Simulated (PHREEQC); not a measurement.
# Copper plating or etch bath

Consider water at 42 °C with 0.041 mol/kgw CuCl2, 0.00022 mol/kgw H2SO4 and 0.27 mol/kgw NaCl. Closed to the air; pH follows from the charge balance.

Computed with PHREEQC (ion-association model, phreeqc.dat).

Each row changes one thing in this solution. This is a speciation only: nothing precipitates in the calculation.

```
case                                pH  ionic strength (mol/kgw)  Cl- (mol/kgw)  Cu+2 (mol/kgw)  CuCl+ (mol/kgw)  CuCl2 (mol/kgw)  SI of Halite (NaCl)
--------------------------------  ----  ------------------------  -------------  --------------  ---------------  ---------------  -------------------
as made                           3.47                     0.362          0.336          0.0261           0.0137          0.00120                -2.95
temperature from 42 to 65 °C      3.48                     0.344          0.326          0.0172           0.0215          0.00221                -2.99
CuCl2 from 0.041 to 0.41 mol/kgw  3.48                      1.04          0.843           0.192            0.189           0.0284                -2.59
diluted 5-fold with water         4.12                    0.0762         0.0691         0.00696          0.00120          3.17e-5                -4.22
diluted 100-fold with water       5.21                   0.00392        0.00351        0.000401          6.37e-6          1.24e-8                -6.67
temperature from 42 to 35 °C      3.47                     0.368          0.339          0.0288           0.0112         0.000931                -2.94
```

The ionic strength passes 0.7 mol/kgw, the rough limit of the ion-association models, in CuCl2 from 0.041 to 0.41 mol/kgw. Constants without temperature data keep their 25 °C values here.
